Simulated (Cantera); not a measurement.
An adiabatic, constant-pressure homogeneous reactor starts with CO : H2 : O2 : N2 = 1 : 0.21 : 1.03 : 3.86 (molar parts), equivalence ratio 0.59, at 1325 K and 4.90 bar. Integrator tolerance rtol = 1e-08.

Computed with Cantera and GRI-Mech 3.0 (53 species, 325 reactions). The hydrogen kinetics of GRI-Mech 3.0 are dated; newer H2 mechanisms differ, most at raised pressure.

Q: What does this change do: 0.33 parts CO2 added?

A: 
```csv
quantity,before,after
time of steepest temperature rise,12.4 µs,13.5 µs
temperature at 0.300 s,2607 K,2527 K
equilibrium temperature,2607 K,2527 K
x(CO) at 0.300 s,0.0172 (gas-phase equilibrium 0.0172),0.0152 (gas-phase equilibrium 0.0152)
x(H2) at 0.300 s,0.000553 (gas-phase equilibrium 0.000553),0.000379 (gas-phase equilibrium 0.000379)
x(O2) at 0.300 s,0.0747 (gas-phase equilibrium 0.0747),0.0715 (gas-phase equilibrium 0.0715)
x(CO2) at 0.300 s,0.163 (gas-phase equilibrium 0.163),0.211 (gas-phase equilibrium 0.211)
x(NO) at 0.300 s,0.0154 (gas-phase equilibrium 0.0154),0.0128 (gas-phase equilibrium 0.0128)
x(H2O2) at 0.300 s,1.81e-7 (gas-phase equilibrium 1.81e-7),1.45e-7 (gas-phase equilibrium 1.45e-7)
x(O) at 0.300 s,0.00299 (gas-phase equilibrium 0.00299),0.00201 (gas-phase equilibrium 0.00201)
```

Q: What does this change do: pressure from 4.90 bar to 2.90 bar?

A: 
```csv
quantity,before,after
time of steepest temperature rise,12.4 µs,18.8 µs
temperature at 0.300 s,2607 K,2585 K
equilibrium temperature,2607 K,2585 K
x(CO) at 0.300 s,0.0172 (gas-phase equilibrium 0.0172),0.0196 (gas-phase equilibrium 0.0196)
x(H2) at 0.300 s,0.000553 (gas-phase equilibrium 0.000553),0.000639 (gas-phase equilibrium 0.000639)
x(O2) at 0.300 s,0.0747 (gas-phase equilibrium 0.0747),0.0757 (gas-phase equilibrium 0.0757)
x(CO2) at 0.300 s,0.163 (gas-phase equilibrium 0.163),0.160 (gas-phase equilibrium 0.160)
x(NO) at 0.300 s,0.0154 (gas-phase equilibrium 0.0154),0.0149 (gas-phase equilibrium 0.0149)
x(H2O2) at 0.300 s,1.81e-7 (gas-phase equilibrium 1.81e-7),1.32e-7 (gas-phase equilibrium 1.32e-7)
x(O) at 0.300 s,0.00299 (gas-phase equilibrium 0.00299),0.00354 (gas-phase equilibrium 0.00354)
```
